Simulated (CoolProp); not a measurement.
Vapour-liquid equilibrium of n-hexane (1) + o-xylene (2) at 378.2 K; x and y are mole fractions of (1).

Values from CoolProp's multi-fluid Helmholtz-energy mixture model, Thol 2019 and Zhou 2012; pair parameters Bell 2016.

| x | bubble pressure, mixture model (bar) | bubble pressure, Raoult's law (bar) | y, mixture model | y, Raoult's law |
|---|---|---|---|---|
| 0.05 | 0.4618 | 0.4388 | 0.346 | 0.319 |
| 0.2 | 0.8781 | 0.8114 | 0.701 | 0.690 |
| 0.35 | 1.261 | 1.184 | 0.823 | 0.827 |
| 0.5 | 1.618 | 1.557 | 0.888 | 0.899 |
| 0.65 | 1.963 | 1.929 | 0.931 | 0.943 |
| 0.8 | 2.309 | 2.302 | 0.963 | 0.973 |
| 0.95 | 2.671 | 2.675 | 0.991 | 0.994 |

The largest gap from Raoult's law is +8.2 % in bubble pressure, at x = 0.2. No azeotrope shows between x = 0.05 and 0.95.

Pair parameters are fitted to limited data, so mixtures are less certain than the pure fluids.
